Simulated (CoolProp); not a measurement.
Properties of carbon dioxide along the isotherm -51.55 °C (Tc = 31.0 °C, pc = 7.377 MPa, ω = 0.224).

The numbers come from the reference Helmholtz-energy equation of state, Span 1996 in CoolProp.

```csv
p (MPa),phase,cp (kJ/(kg K)),cv (kJ/(kg K)),speed of sound (m/s),conductivity (mW/(m K)),fugacity coefficient
0.922,liquid,1.964,0.9680,941.4,171,0.6395
1.84,liquid,1.957,0.9691,946.8,172,0.3265
2.77,liquid,1.951,0.9702,952.2,173,0.2211
3.69,liquid,1.944,0.9713,957.6,173,0.1691
4.61,liquid,1.938,0.9724,962.8,174,0.1379
5.53,liquid,1.932,0.9734,968.0,175,0.1172
6.46,liquid,1.926,0.9745,973.2,176,0.1022
7.38,liquid,1.921,0.9755,978.3,176,0.09117
8.3,liquid,1.915,0.9765,983.4,177,0.08259
9.22,liquid,1.910,0.9774,988.3,178,0.07575
10.1,liquid,1.905,0.9783,993.1,179,0.07040
11.1,liquid,1.900,0.9793,998.4,179,0.06536
```

Thermal conductivity comes from a separate model (Huber 2016).
